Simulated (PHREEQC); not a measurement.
# Copper plating or etch bath (model solution)

Dissolve 0.025 mol/kgw CuCl2 and 0.0054 mol/kgw KCl at 20 °C. Closed to the air; pH follows from the charge balance.

Computed with PHREEQC (ion-association model, wateq4f.dat).

This is a speciation only: nothing precipitates in the calculation.

### Question
What pH does the model give?

### Answer
pH 4.61.

### Question
In which forms is Cu present?

### Answer
Cu+2 95 %, CuCl+ 4.6 % of the Cu.

The solution is supersaturated, for example in Atacamite, so a real one may precipitate; this is no full list. Species that the database lacks are ignored.
